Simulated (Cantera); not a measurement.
Cantera run, input and output.

```python
import numpy as np
import cantera as ct

gas = ct.Solution("gri30.yaml")


def delay(T, t_max=10):
    gas.TPX = T, 100000, {'CH4': 1, 'O2': 1.67, 'N2': 6.27}
    reactor = ct.IdealGasReactor(gas, clone=False)
    net = ct.ReactorNet([reactor])
    net.rtol, net.atol = 1e-8, 1e-16
    while net.time < t_max:
        t_old, T_old = net.time, reactor.T
        net.step()
        if reactor.T > T + 400:  # ignition: a rise of 400 K
            return t_old + (T + 400 - T_old) / (reactor.T - T_old) * (net.time - t_old)
    return np.nan


taus = []
for T in [1250, 1350, 1450, 1550, 1650, 1750, 1850, 1950, 2050]:
    taus.append(delay(T))
    print(f"T0 = {T:6g} K   tau = {taus[-1]:.4e} s")
```

It prints:

```
T0 =   1250 K   tau = 2.3789e-02 s
T0 =   1350 K   tau = 6.4727e-03 s
T0 =   1450 K   tau = 2.0141e-03 s
T0 =   1550 K   tau = 7.2640e-04 s
T0 =   1650 K   tau = 3.0510e-04 s
T0 =   1750 K   tau = 1.4634e-04 s
T0 =   1850 K   tau = 7.7924e-05 s
T0 =   1950 K   tau = 4.4997e-05 s
T0 =   2050 K   tau = 2.7717e-05 s
```

Computed with Cantera and GRI-Mech 3.0 (53 species, 325 reactions).
